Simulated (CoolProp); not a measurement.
cis-2-butene along the isotherm 151.35 °C: density (kg/m³) from the reference equation and from simpler models built on Tc = 162.6 °C, pc = 4236 kPa, ω = 0.202; each cubic takes its own stable root.

Computed with CoolProp (reference Helmholtz-energy equation of state, Lemmon 2005). It is a short technical equation, of lower accuracy than the large ones.

```
p (kPa)   phase  reference  van der Waals  Redlich-Kwong  Soave-Redlich-Kwong  Peng-Robinson
-------  ------  ---------  -------------  -------------  -------------------  -------------
1510        gas      28.30          27.47          28.07                28.13          28.58
3030        gas      76.85          69.36          73.88                74.60          77.59
4540     liquid      409.1          265.8          332.4                339.5          379.1
6050     liquid      431.4          292.6          365.7                370.4     (withheld)
7560     liquid      446.4          308.5          387.2                391.0          436.6
9080     liquid      458.1          320.1          403.7                406.9          454.4
10600    liquid      467.7          329.4          417.1                420.0          468.9
12100    liquid      475.8          337.1          428.4                431.0          481.2
13600    liquid      483.0          343.7          438.3                440.7          491.9
15100    liquid      489.4     (withheld)          447.1           (withheld)          501.5
16600    liquid      495.3          354.7          455.0                457.1          510.1
18200    liquid      501.0          359.7          462.7                464.7     (withheld)
19700    liquid      505.9          364.0          469.4                471.2          525.7
21200    liquid      510.5     (withheld)          475.5                477.2          532.3
```

Question: Some entries are withheld; supply them.

Answer: 
- 6050, Peng-Robinson: 413.6
- 15100, van der Waals: 349.5
- 15100, Soave-Redlich-Kwong: 449.3
- 18200, Peng-Robinson: 518.5
- 21200, van der Waals: 367.9
